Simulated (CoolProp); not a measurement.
The fluid at 293.15 K and 1.83 MPa is compressed adiabatically to 2.77 MPa with isentropic efficiency 0.75. The same conditions are run with several fluids, on thermodynamics alone (safety and materials aside).

Values from CoolProp's reference Helmholtz-energy equation of state of each fluid (CF4 (R14): Platzer 1990; ethane: Bücker 2006; dry air: Lemmon 2000; nitrogen: Span 2000; ethylene: Smukala 2000). The equations of Platzer and Polt are older, rougher fits. Blends and air are pseudo-pure fits.

```tsv
fluid	work (kJ/kg)	final temperature (K)	final density (kg/m³)
CF4 (R14)	14.6	?	100
ethane	38.3	321.3	38.3
dry air	49.2	342.3	?
nitrogen	51.0	342.4	27.2
ethylene	?	326.1	32.8
```

Task: Complete the blanks.

Result: 
- CF4 (R14), final temperature (K): 317.1
- dry air, final density (kg/m³): 28.2
- ethylene, work (kJ/kg): 43.9
